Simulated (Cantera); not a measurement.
Cantera run:

```python
import numpy as np
import cantera as ct

gas_names = """
    H HO2 H2 H2O H2O2 Li LiH LiO LiOH Li2 Li2O Li2O2 Li2O2H2 O OH O2 O3
""".split()
cond_names = """
    H2O(s) H2O(L) Li(cr) Li(L) LiH(s) LiH(L) LiOH(s) LiOH(L) Li2O(s) Li2O(L)
""".split()


# ... load() reads the species with a 1 bar reference pressure and builds the phases ...
atoms = {
    'LiOH': {'Li': 1, 'O': 1, 'H': 1},
    'H2O': {'H': 2, 'O': 1},
}
top_T = {}  # K; cautious upper limits of use, not melting points


# ... equilibrate(T, P, feed) seeds the gas with the atoms and calls Mixture.equilibrate('TP', solver="vcs", rtol=1e-11, max_steps=5000) ...
results = []
feed = {'LiOH': 1, 'H2O': 0.028}  # mol
T = 2198  # K
for P in [10, 52, 270, 1400, 7200, 37000, 190000, 1000000]:
    mix = equilibrate(T, P, feed)
    results.append((T, P, feed, dict(zip(mix.species_names, mix.species_moles))))
    x = sorted(zip(gas.X, gas.species_names), reverse=True)
    print(f"T = {T:g} K  P = {P:g} Pa  gas = {mix.phase_moles(0):.4g} mol")
    print("   x: " + "  ".join(f"{s} {v:.3e}" for v, s in x if v > 1e-06))
    print("   condensed (mol): " + ("  ".join(f"{mix.phase(i).name} {mix.phase_moles(i):.4g}"
          for i in range(1, mix.n_phases) if mix.phase_moles(i) > 1e-12) or "none"))
```

It prints:

```
T = 2198 K  P = 10 Pa  gas = 2.002 mol
   x: Li 4.373e-01  H2O 1.152e-01  H 1.119e-01  O2 1.031e-01  O 8.574e-02  LiOH 5.986e-02  OH 4.439e-02  H2 4.041e-02  LiO 1.843e-03  Li2O 2.355e-04  LiH 3.289e-05
   condensed (mol): none
T = 2198 K  P = 52 Pa  gas = 1.621 mol
   x: Li 3.956e-01  LiOH 2.132e-01  H2O 1.575e-01  O2 9.408e-02  H 3.889e-02  O 3.592e-02  OH 3.359e-02  H2 2.537e-02  LiO 3.633e-03  Li2O 2.184e-03  LiH 5.376e-05  Li2O2 2.137e-06
   condensed (mol): none
T = 2198 K  P = 270 Pa  gas = 1.342 mol
   x: LiOH 4.443e-01  Li 2.752e-01  H2O 1.435e-01  O2 6.525e-02  OH 1.939e-02  O 1.313e-02  H2 1.218e-02  H 1.183e-02  Li2O 1.041e-02  LiO 4.796e-03  LiH 5.904e-05  Li2O2 1.933e-05  Li2 1.993e-06  Li2O2H2 1.305e-06
   condensed (mol): none
T = 2198 K  P = 1400 Pa  gas = 1.173 mol
   x: LiOH 6.432e-01  Li 1.502e-01  H2O 1.157e-01  O2 3.564e-02  Li2O 2.706e-02  OH 9.918e-03  H2 5.836e-03  LiO 4.405e-03  O 4.260e-03  H 3.595e-03  Li2O2 8.458e-05  LiH 5.079e-05  Li2O2H2 1.419e-05  Li2 3.079e-06
   condensed (mol): none
T = 2198 K  P = 7200 Pa  gas = 1.089 mol
   x: LiOH 7.584e-01  H2O 9.911e-02  Li 6.820e-02  Li2O 4.392e-02  O2 1.624e-02  OH 5.008e-03  H2 3.265e-03  LiO 3.062e-03  O 1.268e-03  H 1.186e-03  Li2O2 2.102e-04  Li2O2H2 1.014e-04  LiH 3.912e-05  Li2 3.265e-06
   condensed (mol): none
T = 2198 K  P = 37000 Pa  gas = 1.052 mol
   x: LiOH 8.112e-01  H2O 9.219e-02  Li2O 5.402e-02  Li 2.771e-02  O2 6.638e-03  OH 2.565e-03  H2 2.096e-03  LiO 1.803e-03  Li2O2H2 5.965e-04  H 4.191e-04  Li2O2 3.746e-04  O 3.577e-04  LiH 2.887e-05  Li2 2.771e-06
   condensed (mol): none
T = 2198 K  P = 190000 Pa  gas = 0.8336 mol
   x: LiOH 6.884e-01  H2O 2.812e-01  Li2O 1.275e-02  Li 4.944e-03  H2 4.424e-03  O2 2.699e-03  OH 2.376e-03  Li2O2H2 2.206e-03  LiO 4.648e-04  H 2.687e-04  Li2O2 1.278e-04  O 1.006e-04  LiH 1.696e-05
   condensed (mol): Li2O(L) 0.1982
T = 2198 K  P = 1e+06 Pa  gas = 0.6752 mol
   x: H2O 5.602e-01  LiOH 4.235e-01  H2 4.571e-03  Li2O2H2 4.394e-03  Li2O 2.423e-03  OH 2.030e-03  O2 1.906e-03  Li 6.765e-04  LiO 1.226e-04  H 1.191e-04  Li2O2 4.682e-05  O 3.687e-05  LiH 5.411e-06
   condensed (mol): Li2O(L) 0.3521
```

These are equilibrium values from Cantera (NASA tables, ideal gas, pure condensed phases), not measurements of a reactor.
